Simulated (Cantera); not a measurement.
An isothermal, constant-pressure homogeneous reactor starts with 0.964 % CH4, 87.6 % H2, 11.4 % H, at 1423 K and 12000 Pa.

Cantera simulation using GRI-Mech 3.0 (53 species, 325 reactions); the numbers are that mechanism's predictions, not measurements. GRI-Mech 3.0 stops at C3 and has no aromatics, soot or wall deposition, so with more carbon than oxygen in the feed, carbon stays in small species such as C2H2 where larger ones or solid carbon would form.

One state of this run: x CH4 = 0.00456; x H2 = 0.972; x H = 0.0203; x CH3 = 0.00138; x C2H = 4.74e-8; x CH2 = 6.43e-6; x C2H6 = 1.56e-5. x: mole fraction; the columns are a selection and need not sum to one.

Problem. Which value of t (s) does it belong to?
A. 0.000203
B. 0.000838
C. 0.0143
D. 0.00702

Solution. A, 0.000203
